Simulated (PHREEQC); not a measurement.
Consider water at 25 °C with 0.001 mol/kgw HF, 0.0019 mol/kgw NaF and 0.057 mol/kgw H2SiF6. Closed to the air; pH follows from the charge balance.

All values are PHREEQC results (ion-association model, wateq4f.dat), not measurements.

**Question.** The ionic strength comes out as 0.168 mol/kgw. What activity coefficients do HF2-, Na+, SiF6-2, H+, F- get?

**Answer.** HF2- 0.72, Na+ 0.75, SiF6-2 0.32, H+ 0.81, F- 0.72.

This is a speciation only: nothing precipitates in the calculation. Saturation is exceeded, for instance for Quartz (slow to form), Chalcedony (slow to form); the values hold only as long as no solid forms. SiF6-2 is the database's only silicon fluoride.
